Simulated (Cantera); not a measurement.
Mixture: CO : H₂ : CH₄ : O₂ : N₂ : CO₂ = 1 : 0.057 : 1.2 : 2.93 : 19 : 0.79 (molar parts), equivalence ratio 1.00, at 750 Torr, adiabatic and at constant pressure. Ignition delay is the time to a rise of 400 K.

Detailed kinetics in Cantera: GRI-Mech 3.0 (53 species, 325 reactions).

Problem. What does this change do: constant volume in place of constant pressure?

Solution. 
```csv
quantity,before,after
delay at 1200 K,54.8 ms,52.1 ms
delay at 1300 K,14.4 ms,13.7 ms
delay at 1400 K,4.26 ms,4.05 ms
delay at 1500 K,1.47 ms,1.40 ms
delay at 1600 K,0.598 ms,0.572 ms
apparent activation energy between 1500 and 1600 K,180 kJ/mol,180 kJ/mol
```
